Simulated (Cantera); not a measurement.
A perfectly stirred reactor is fed with CH₄ : CO : O₂ : N₂ = 1 : 1.1 : 3 : 30 (molar parts), equivalence ratio 0.85, at 0.930 bar; it is adiabatic with a 473 K inlet, and is followed from long to short residence time, starting on the burning branch (τ in s: 0.22, 0.1, 0.049, 0.023, 0.011, 0.0052, 0.0025, 0.0012, 0.00055, 0.00026, 0.00012, 5.9e-05, 2.8e-05).

Cantera simulation using GRI-Mech 3.0 (53 species, 325 reactions); the numbers are that mechanism's predictions, not measurements.

**Question.** What does this change do: 1 parts H2 added?

**Answer.** 
```
quantity                                                                      before                                after
------------------------------------------------  ----------------------------------  -----------------------------------
blow-out, bracketed by the residence times tried  burning at 5.20 ms, out at 2.50 ms  burning at 1.20 ms, out at 0.550 ms
x(CH₄) at τ = 0.220 s                                                        1.50e-5                              7.65e-6
x(CO) at τ = 0.220 s                                                        0.000699                              0.00374
x(O₂) at τ = 0.220 s                                                          0.0134                              0.00133
x(CO₂) at τ = 0.220 s                                                         0.0600                               0.0560
x(CH₂CO) at τ = 0.220 s                                                      4.37e-9                              5.49e-9
x(CH₄) at τ = 2.50 ms                                                         0.0285                             0.000182
x(CO) at τ = 2.50 ms                                                          0.0313                               0.0125
x(O₂) at τ = 2.50 ms                                                          0.0855                              0.00784
x(CO₂) at τ = 2.50 ms                                                         <1e-12                               0.0465
x(CH₂CO) at τ = 2.50 ms                                                       <1e-12                              6.03e-8
```
